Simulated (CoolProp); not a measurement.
Isobutene at 293.15 K and 0.0648 MPa is throttled through a valve to 0.0396 MPa with no heat exchange. Each further row changes one setting.

Values from CoolProp's reference Helmholtz-energy equation of state, Lemmon 2005. It is a short technical equation, of lower accuracy than the large ones.

```
case                        temperature change (K)  final density (kg/m³)
--------------------------  ----------------------  ---------------------
as stated                                     -0.7             (withheld)
outlet pressure 0.0119 MPa              (withheld)             (withheld)
outlet pressure 0.0515 MPa                    -0.4             (withheld)
```

Problem. Fill in the missing entries.

Solution. 
- as stated, final density (kg/m³): 0.924
- outlet pressure 0.0119 MPa, temperature change (K): -1.5
- outlet pressure 0.0119 MPa, final density (kg/m³): 0.276
- outlet pressure 0.0515 MPa, final density (kg/m³): 1.20
